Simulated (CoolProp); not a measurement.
Saturation properties of nitrous oxide (Tc = 309.5 K, pc = 7.245 MPa, ω = 0.161).

The numbers come from the reference Helmholtz-energy equation of state, Lemmon 2006 in CoolProp. It is a short technical equation, of lower accuracy than the large ones.

| T (K) | p (MPa) | enthalpy of vaporisation (kJ/kg) | liquid cp (kJ/(kg K)) |
|---|---|---|---|
| 237.9 | 1.107 | 303.5 | 1.870 |
| 240.2 | 1.196 | 299.7 | 1.884 |
| 242.5 | [?] | 295.8 | 1.899 |
| 244.8 | [?] | 291.8 | 1.915 |
| 247.1 | 1.494 | 287.7 | 1.933 |
| 249.4 | 1.604 | 283.6 | 1.951 |
| 251.7 | 1.721 | [?] | 1.971 |
| 254 | 1.843 | 274.9 | 1.993 |
| 256.3 | [?] | 270.4 | 2.016 |
| 258.6 | 2.107 | 265.7 | 2.042 |
| 260.9 | 2.248 | 260.9 | 2.070 |
| 263.2 | 2.397 | 256.0 | 2.100 |

Task: Some entries are withheld; supply them.

Result: 
- 242.5, p (MPa): 1.290
- 244.8, p (MPa): 1.389
- 251.7, enthalpy of vaporisation (kJ/kg): 279.3
- 256.3, p (MPa): 1.972

It boils at 184.7 K under 1 atm.
